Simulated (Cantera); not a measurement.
Feed: 1 mol SiH4, 22 mol H2, held at 0.00330 bar.

Equilibrium computed with Cantera from the NASA thermochemical tables; the gas is ideal and each condensed phase is pure. Candidate condensed phases: Si; 9 gas species. Gases not in the tables: Si2H6 and higher silanes. Kinetics and transport are ignored.

**Question.** Which condensed phases are stable at each of these points (T (°C)): 1200, 1250, 1300, 1350, 1400, 1450, 1500?

**Answer.** 
| T (°C) | condensed phases | Si condensed (%) |
|---|---|---|
| 1200 | Si(s) | 100.0 |
| 1250 | Si(s) | 100.0 |
| 1300 | Si(s) | 99.9 |
| 1350 | Si(s) | 99.9 |
| 1400 | Si(s) | 99.6 |
| 1450 | Si(l) | 99.2 |
| 1500 | Si(l) | 98.3 |

From 1200 °C to 1400 °C the condensed part is Si(s). From 1450 °C to 1500 °C the condensed part is Si(l).
